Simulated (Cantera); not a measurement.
Input: 1 mol SiH2Cl2, 0.34 mol O2, a varied amount of H2, held at 1598.15 K and 27000 Pa.

Method: chemical equilibrium by Gibbs-energy minimisation in Cantera with the NASA 1993 tables (ideal gas, pure condensed phases). Candidate condensed phases: H2O, Si, SiO2; 30 gas species. Mutual solubility and eutectic melting of coexisting phases are not modelled. The tables hold silica as quartz up to 1696 K and as liquid above; real silica turns to tridymite and cristobalite and melts near 1996 K. Equilibrium is a limit: real reactors are often held back by kinetics, nucleation or transport.

What share of the Si ends up in condensed phases as a function of n(H2) (mol), at 2.3, 9.6, 17, 24, 32, 39, 46, 54?


| n(H2) (mol) | Si condensed (%) | as |
|---|---|---|
| 2.3 | 34.8 | Si(s) + SiO2(β-quartz) |
| 9.6 | 44.1 | Si(s) + SiO2(β-quartz) |
| 17 | 45.5 | Si(s) + SiO2(β-quartz) |
| 24 | 43.8 | Si(s) + SiO2(β-quartz) |
| 32 | 39.9 | Si(s) + SiO2(β-quartz) |
| 39 | 35.6 | Si(s) + SiO2(β-quartz) |
| 46 | 30.6 | Si(s) + SiO2(β-quartz) |
| 54 | 24.4 | Si(s) + SiO2(β-quartz) |
